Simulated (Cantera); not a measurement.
**Ignition delay**

Mixture: CH₄ : H₂ : O₂ : N₂ = 1 : 0.53 : 1.89 : 7.1 (molar parts), at 10.0 bar, adiabatic and at constant pressure. Ignition delay is the time to a rise of 400 K.

Cantera simulation using GRI-Mech 3.0 (53 species, 325 reactions); the numbers are that mechanism's predictions, not measurements.

```csv
T0 (K),delay (ms)
1000,11.9
1075,2.28
1150,0.648
1225,0.280
1300,0.152
1375,0.0894
1450,0.0546
1525,0.0341
1600,0.0217
1675,0.0141
```

| Item | Value |
|---|---|
| apparent activation energy between 1525 and 1675 K | 120 kJ/mol |
